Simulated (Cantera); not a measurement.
**Thermodynamics of carbon deposition, reforming and gasification, feed n-butane + H₂O + O₂**

A closed system holds: 1 mol n-butane, 3.5 mol H₂O, 1.8 mol O₂, held at 0.0100 bar.

These are equilibrium values from Cantera (NASA tables, ideal gas, pure condensed phases), not measurements of a reactor. Candidate condensed phases: C, C₆H₆, C₇H₈, C₈H₁₈, H₂O; 131 gas species. Ions and electrons are included (thermal ionisation). Rates play no part.

From 3000 K to 5000 K nothing is condensed. The main C-bearing gas is CO throughout.

```csv
T (K),x H,x CO,x O,x H₂,x OH,x H₂O,x C
3000,0.540,0.194,0.0870,0.117,0.0308,0.0201,5.05e-10
3500,0.687,0.169,0.125,0.0135,0.00423,0.000181,1.64e-7
4000,0.703,0.166,0.128,0.00194,0.000631,2.99e-6,1.78e-5
4500,0.704,0.165,0.129,0.000415,0.000139,1.17e-7,0.000698
5000,0.697,0.152,0.139,0.000117,4.35e-5,9.08e-9,0.0115
```
x: gas mole fraction; nothing condenses.
